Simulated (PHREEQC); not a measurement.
Consider water at 25 °C with 0.00097 mol/kgw NaHSO4 and 0.23 mol/kgw K2HPO4. Closed to the air; pH follows from the charge balance.

All values are PHREEQC results (ion-association model, phreeqc.dat), not measurements.

```tsv
quantity	before	after
pH	8.76	3.07
ionic strength (mol/kgw)	0.630	0.00278
SO4-2 (mol/kgw)	0.000637	0.000903
NaSO4- (mol/kgw)	5.66e-7	3.48e-6
```

### Question
Which change was made?
A) K2HPO4 left out
B) 0.054 mol/kgw NaHCO3 added
C) temperature from 25 to 80 °C
D) temperature from 25 to 10 °C
E) K2HPO4 from 0.23 to 0.023 mol/kgw

### Answer
A, K2HPO4 left out

No solid was allowed to form.
